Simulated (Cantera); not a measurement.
## SiCl₄ + Cl₂ + H₂ (silicon epitaxy and polysilicon growth)

Feed: 1 mol SiCl₄, 0.86 mol Cl₂, 48 mol H₂, at 0.750 Torr.

Equilibrium computed with Cantera from the NASA thermochemical tables; the gas is ideal and each condensed phase is pure. Candidate condensed phases: Si; 19 gas species. The tables' values for SiCl₃, SiCl are old estimates; treat these amounts as uncertain. Gases not in the tables: Si₂H₆ and higher silanes. Equilibrium is a limit: real reactors are often held back by kinetics, nucleation or transport.

From 850 K to 1000 K nothing is condensed. From 1075 K to 1525 K the condensed part is Si(s). From 1600 K to 1750 K nothing is condensed. The main Si-bearing gas is SiCl₄ at 850 K and SiCl₂ at 1750 K.

```csv
T (K),x H₂,x HCl,x SiCl₂,x SiCl₄,x H,x SiHCl₃,n Si(s)
850,0.945,0.0354,9.03e-6,0.0191,6.30e-10,0.000847,0
925,0.943,0.0370,0.000242,0.0178,8.00e-9,0.00165,0
1000,0.937,0.0430,0.00258,0.0140,6.95e-8,0.00215,0
1075,0.922,0.0606,0.00777,0.00696,4.45e-7,0.00132,0.0965
1150,0.910,0.0731,0.0129,0.00196,2.25e-6,0.000495,0.143
1225,0.906,0.0764,0.0157,0.000393,9.38e-6,0.000146,0.128
1300,0.906,0.0763,0.0171,8.05e-5,3.33e-5,4.35e-5,0.0974
1375,0.906,0.0754,0.0181,1.88e-5,0.000103,1.44e-5,0.0651
1450,0.906,0.0743,0.0188,5.06e-6,0.000285,5.32e-6,0.0346
1525,0.906,0.0733,0.0194,1.54e-6,0.000712,2.16e-6,0.00596
1600,0.905,0.0732,0.0194,5.26e-7,0.00164,9.40e-7,0
1675,0.903,0.0737,0.0190,1.98e-7,0.00349,4.37e-7,0
1750,0.898,0.0754,0.0178,8.02e-8,0.00697,2.11e-7,0
```
x: gas mole fraction; n: condensed amount in mol.
